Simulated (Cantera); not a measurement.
Input: 1 mol SiHCl3, 66 mol N2, held at 1700 K and 33.0 mbar.

Method: chemical equilibrium by Gibbs-energy minimisation in Cantera with the NASA 1993 tables (ideal gas, pure condensed phases). Candidate condensed phases: NH4Cl, Si, Si3N4; 28 gas species. The tables' values for SiCl3 are old estimates; treat these amounts as uncertain. Rates play no part.

Base state: N2 0.971, SiCl2 0.0136, HCl 0.0132, SiCl3 0.000959, H2 0.000750, Cl 0.000304, SiCl4 0.000133, H 2.22e-5 (mole fractions); condensed: gas only.

Problem. What changes in the equilibrium state with this change: temperature from 1700 K to 2048.15 K?

Solution. 
```
species    before     after
-------  --------  --------
N2          0.971     0.969
SiCl2      0.0136    0.0142
HCl        0.0132    0.0118
Cl       0.000304   0.00311
Si        3.37e-7  0.000124
SiCl4    0.000133   2.20e-6
SiCl      4.78e-6  0.000182
```
The tables' values for SiCl, SiCl3 are old estimates; treat these amounts as uncertain.

Problem. What changes in the equilibrium state with this change: temperature from 1700 K to 950 K?

Solution. 
| species | before | after |
|---|---|---|
| N2 | 0.971 | 0.978 |
| HCl | 0.0132 | 0.0135 |
| SiCl4 | 0.000133 | 0.00780 |
| SiCl2 | 0.0136 | 5.10e-8 |
| Cl | 0.000304 | 1.47e-9 |
| H | 2.22e-5 | <1e-9 |
| SiCl3 | 0.000959 | 3.45e-6 |
| Si3N4(s), mol | 0 | 0.159 |
N2 is the only nitrogen source here; it is nearly inert below about 1500 K, so the nitride shown seldom forms there in practice.

Problem. What changes in the equilibrium state with this change: temperature from 1700 K to 1023.15 K?

Solution. 
```
species          before     after
-------------  --------  --------
N2                0.971     0.978
HCl              0.0132    0.0136
SiCl4          0.000133   0.00775
SiCl2            0.0136   6.54e-7
Cl             0.000304   1.14e-8
H               2.22e-5     <1e-9
SiCl3          0.000959   1.55e-5
H2             0.000750  0.000631
Si3N4(s), mol         0     0.159
```
N2 is the only nitrogen source here; it is nearly inert below about 1500 K, so the nitride shown seldom forms there in practice.
